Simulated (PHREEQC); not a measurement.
Model water analysis in mmol/kgw, 25 °C, pH 6.54, pe 9.3:

```tsv
constituent	mmol/kgw
Na	1.15
K	0.0133
Ca	0.316
Mg	0.129
Cl	1.01
S(6)	0.249
Alkalinity (meq/kgw)	0.615
Zn	0.042
Cd	0.00852
```

Valence states are taken as typed.

Computed with PHREEQC (ion-association model, wateq4f.dat).

This is a speciation only: nothing precipitates in the calculation.

Question: Order these C species by the share of C that they hold, largest first: HCO3-, CaHCO3+, ZnHCO3+, CO2.

Answer: HCO3- (62 %), CO2 (38 %), ZnHCO3+ (0.23 %), CaHCO3+ (0.19 %)

The pH is 6.54 and the ionic strength 0.00281 mol/kgw.
